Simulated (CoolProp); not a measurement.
Propylene along the isotherm 408.5 K: density (kg/m³) from the reference equation and from simpler models built on Tc = 364.2 K, pc = 4555 kPa, ω = 0.146; each cubic takes its own stable root.

The numbers come from the reference Helmholtz-energy equation of state, Lemmon 2013 in CoolProp.

```
p (kPa)          phase  reference
-------  -------------  ---------
1270               gas      16.90
2530               gas      36.55
3800               gas      60.61
5060     supercritical      91.19
6330     supercritical      133.5
7590     supercritical      191.1
8860     supercritical      250.1
10100    supercritical      290.7
11400    supercritical      319.2
```

Problem. How far does each simpler model (van der Waals, Peng-Robinson) lie from the reference over these 9 states: mean and median of the absolute difference, and the worst?

Solution. 
- van der Waals: mean 6.1 %, median 6.3 %, worst -16.4 % at 408.5 K and 11400 kPa
- Peng-Robinson: mean 2.9 %, median 2.5 %, worst -5.3 % at 408.5 K and 10100 kPa
